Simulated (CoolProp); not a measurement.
A single-stage vapour-compression cycle with ethylene: evaporating at 215.15 K (dew point), condensing at 238.15 K (bubble point), superheat 0 K, subcooling 2 K, compressor efficiency 0.8, no pressure losses. Each further row changes one setting.

Values from CoolProp's reference Helmholtz-energy equation of state, Smukala 2000.

| case | cooling COP | pressure ratio | discharge temperature (K) | refrigerating effect (kJ/kg) | volumetric capacity (kJ/m³) |
|---|---|---|---|---|---|
| as stated | 6.39 | 2.08 | 263.0 | 344 | 5080 |
| evaporating temperature 220.15 K | ___ | 1.75 | ___ | ___ | 6060 |
| condensing temperature 233.15 K | 8.45 | ___ | 252.9 | 358 | 5300 |
| subcooling 7 K | 6.66 | 2.08 | 263.0 | 358 | 5300 |
| superheat 10 K | ___ | 2.08 | 274.3 | ___ | 4960 |
| compressor efficiency 0.7 | 5.59 | 2.08 | 267.2 | 344 | 5080 |

### Question
What belongs in the gaps?

### Answer

- evaporating temperature 220.15 K, cooling COP: 8.55
- evaporating temperature 220.15 K, discharge temperature (K): 256.8
- evaporating temperature 220.15 K, refrigerating effect (kJ/kg): 346
- condensing temperature 233.15 K, pressure ratio: 1.79
- superheat 10 K, cooling COP: 6.24
- superheat 10 K, refrigerating effect (kJ/kg): 360
